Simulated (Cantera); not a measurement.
Cantera run, input and output.

```python
import numpy as np
import cantera as ct

surf = ct.Interface("diamond.yaml", "diamond_100")
gas, bulk = surf.adjacent["gas"], surf.adjacent["diamond"]
k = surf.kinetics_species_index(bulk.species_names[0])
cover = ["c6HH", "c6H*", "c6*H", "c6**", "c6HM", "c6B"]

rows, drift = [], 0.0
print(f"{'xH':>10s}{'um/h':>11s}" + "".join(f"{s:>11s}" for s in cover))
for v in [0.0001, 0.00023, 0.00052, 0.0012, 0.0027, 0.0062, 0.014, 0.032, 0.073]:
    T, P, xH, xCH3 = 1325, 11000, v, 2e-05
    gas.TPX = T, P, {"H": xH, "CH3": xCH3, "CH4": 0.011, "H2": 1 - xH - xCH3 - 0.011}
    surf.TP = bulk.TP = T, P
    surf.coverages = "c6H*:0.1, c6HH:0.9"
    surf.advance_coverages(100.0)
    before = surf.coverages
    surf.advance_coverages(100.0)
    drift = max(drift, np.max(np.abs(surf.coverages - before) / (surf.coverages + 1e-9)))
    rate = surf.net_production_rates[k] * bulk.mean_molecular_weight / bulk.density * 3.6e9
    rows.append([rate, *surf[cover].coverages])
    print(f"{v:10.4g}{rate:11.4e}" + "".join(f"{x:11.3e}" for x in rows[-1][1:]))
```

Output:

```
        xH       um/h       c6HH       c6H*       c6*H       c6**       c6HM        c6B
    0.0001 1.3869e-02  6.737e-01  2.862e-02  2.936e-01  3.884e-03  2.341e-05  3.764e-11
   0.00023 5.4819e-02  5.511e-01  3.894e-02  3.994e-01  1.034e-02  3.430e-05  1.488e-10
   0.00052 1.4165e-01  4.636e-01  4.580e-02  4.697e-01  2.065e-02  4.517e-05  3.844e-10
    0.0012 2.7207e-01  4.108e-01  4.945e-02  5.070e-01  3.251e-02  5.464e-05  7.383e-10
    0.0027 4.2905e-01  3.844e-01  5.102e-02  5.227e-01  4.165e-02  5.997e-05  1.164e-09
    0.0062 6.5215e-01  3.713e-01  5.175e-02  5.293e-01  4.740e-02  6.014e-05  1.770e-09
     0.014 9.9856e-01  3.655e-01  5.219e-02  5.319e-01  5.036e-02  5.454e-05  2.710e-09
     0.032 1.5209e+00  3.628e-01  5.271e-02  5.326e-01  5.189e-02  4.327e-05  4.127e-09
     0.073 2.1369e+00  3.615e-01  5.367e-02  5.320e-01  5.283e-02  2.914e-05  5.799e-09
```

Model: the Harris–Goodwin 1993 mechanism for the reconstructed diamond (100) surface, integrated in Cantera.
